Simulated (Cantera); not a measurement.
Feed: 1 mol Pb, 0.98 mol CO, 0.79 mol N₂, 2 mol H₂, equilibrated at 4.80 bar.

Equilibrium computed with Cantera from the NASA thermochemical tables; the gas is ideal and each condensed phase is pure. Candidate condensed phases: C, C₆H₆, C₇H₈, C₈H₁₈, H₂O, Pb, PbO, PbO₂, Pb₃O₄; 139 gas species. The numbers say what is thermodynamically allowed, not how fast it happens.

Question: What share of the Pb ends up in condensed phases as a function of T (°C), at 1125, 1150, 1175, 1200, 1225, 1250, 1275, 1300, 1325, 1350, 1375?

Answer: 
| T (°C) | Pb condensed (%) | as |
|---|---|---|
| 1125 | 99.3 | Pb(l) |
| 1150 | 99.1 | Pb(l) |
| 1175 | 98.9 | Pb(l) |
| 1200 | 98.5 | Pb(l) |
| 1225 | 98.1 | Pb(l) |
| 1250 | 97.6 | Pb(l) |
| 1275 | 97.0 | Pb(l) |
| 1300 | 96.2 | Pb(l) |
| 1325 | 95.3 | Pb(l) |
| 1350 | 94.2 | Pb(l) |
| 1375 | 92.8 | Pb(l) |
